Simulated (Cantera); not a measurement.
**Low-pressure radical oxidation in H2/O2**

An isothermal, constant-pressure homogeneous reactor starts with 43.4 % H2, 56.6 % O2, at 1325 K and 1330 Pa.

Cantera simulation using the H2/O2 subset of GRI-Mech 3.0, which has no nitrogen chemistry; the numbers are that mechanism's predictions, not measurements. Radical loss at walls, strong at low pressure, is not modelled. The temperature is held fixed by assumption; the heat of reaction is taken as removed at once.

```json
[
 {"t (s)": "1.00e-5", "x H2": "0.434", "x O2": "0.566", "x O": "1.77e-9", "x H2O2": "9.11e-12", "x H": "1.83e-8", "x HO2": "1.91e-8"},
 {"t (s)": "4.19e-5", "x H2": "0.434", "x O2": "0.566", "x O": "2.33e-8", "x H2O2": "1.59e-10", "x H": "9.88e-8", "x HO2": "8.02e-8"},
 {"t (s)": "0.000176", "x H2": "0.434", "x O2": "0.566", "x O": "1.19e-6", "x H2O2": "2.73e-9", "x H": "4.03e-6", "x HO2": "3.38e-7"},
 {"t (s)": "0.000737", "x H2": "0.0685", "x O2": "0.384", "x O": "0.0785", "x H2O2": "4.76e-7", "x H": "0.181", "x HO2": "6.62e-6"},
 {"t (s)": "0.00309", "x H2": "0.0364", "x O2": "0.376", "x O": "0.0828", "x H2O2": "4.60e-7", "x H": "0.153", "x HO2": "7.50e-6"},
 {"t (s)": "0.0129", "x H2": "0.0206", "x O2": "0.415", "x O": "0.0372", "x H2O2": "7.10e-7", "x H": "0.0489", "x HO2": "9.89e-6"},
 {"t (s)": "0.0543", "x H2": "0.00147", "x O2": "0.443", "x O": "0.00237", "x H2O2": "3.59e-7", "x H": "0.000797", "x HO2": "5.16e-6"},
 {"t (s)": "0.228", "x H2": "7.18e-5", "x O2": "0.445", "x O": "0.000117", "x H2O2": "6.67e-8", "x H": "8.69e-6", "x HO2": "5.32e-7"},
 {"t (s)": "0.954", "x H2": "8.35e-6", "x O2": "0.446", "x O": "1.37e-5", "x H2O2": "1.45e-8", "x H": "3.50e-7", "x HO2": "9.29e-8"},
 {"t (s)": "4.00", "x H2": "1.69e-6", "x O2": "0.446", "x O": "2.79e-6", "x H2O2": "4.18e-9", "x H": "3.21e-8", "x HO2": "6.02e-8"}
]
```
x: mole fraction; the columns are a selection and need not sum to one.

Equilibrium at this temperature and pressure: H2 9.71e-7, O2 0.446, O 1.60e-6, H2O2 2.83e-9, H 1.41e-8, HO2 6.65e-8 (gas phase only).
